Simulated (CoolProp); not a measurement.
Vapour-liquid equilibrium of n-perfluorobutane (1) + R365MFC (2) at 253.7 K; x and y are mole fractions of (1).

Values from CoolProp's multi-fluid Helmholtz-energy mixture model, Gao 2022 and Lemmon 2016; pair parameters Bell 2016.

### Question
Give the bubble pressure and the first vapour's composition at x = 0.05, 0.125, 0.5. Is there an azeotrope?

### Answer
x = 0.05: 19.81 kPa, y = 0.690; x = 0.125: 31.39 kPa, y = 0.813; x = 0.5: 41.78 kPa, y = 0.872. No azeotrope shows between x = 0.05 and 0.95.

The pair parameters rest on a limited set of measurements; away from them the model extrapolates. With so large a gap from Raoult's law the liquid may split in two, which this calculation doesn't test in full.
